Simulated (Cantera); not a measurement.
**Ignition delay**

Mixture: 1.01 % CH4, 0.0374 % C2H6, 1.41 % C3H8, 13.5 % O2, 84.0 % N2, equivalence ratio 0.68, at 14.0 bar, adiabatic and at constant volume. Ignition delay is the time to a rise of 400 K.

Model: GRI-Mech 3.0 (53 species, 325 reactions), integrated in Cantera. GRI-Mech 3.0 was tuned for natural gas; its chemistry of propane as a main component is partial and can be far from experiment. The pressure lies above the range GRI-Mech 3.0 was tuned for (to about 10 atm).

```csv
T0 (K),delay (ms)
1300,0.322
1350,0.153
1400,0.0771
1450,0.0413
1500,0.0235
1550,0.0142
1600,0.00905
1650,0.00606
```

```
Quantity                                                Result
--------------------------------------------------  ----------
apparent activation energy between 1550 and 1650 K  180 kJ/mol
```
